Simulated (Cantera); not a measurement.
Feed: 1 mol borazine, 0.44 mol NH3, 6.4 mol N2, equilibrated at 1523.15 K and 0.0230 bar.

Cantera equilibrium calculation (NASA polynomials, part measured and part estimated; ideal gas, pure solids and liquids). Candidate condensed phases: B, BN; 15 gas species. The feed counts by its element totals alone. Kinetics and transport are ignored.

Base state: N2 0.644, H2 0.356, H 9.11e-5 (mole fractions); condensed: BN(s).

**Question.** What changes in the equilibrium state with this change: borazine replaced by BF3?

**Answer.** 
```json
[
 {"species": "N2", "before": "0.644", "after": "0.797"},
 {"species": "BF3", "before": "0", "after": "0.115"},
 {"species": "H2", "before": "0.356", "after": "0.0727"},
 {"species": "HF", "before": "0", "after": "0.0133"},
 {"species": "BF2", "before": "0", "after": "0.00113"},
 {"species": "BHF2", "before": "0", "after": "0.000561"},
 {"species": "BF", "before": "0", "after": "2.81e-5"},
 {"species": "BN(s), mol", "before": "3.00", "after": "0.0318"}
]
```
The tables' values for BF2 are old estimates; treat these amounts as uncertain.
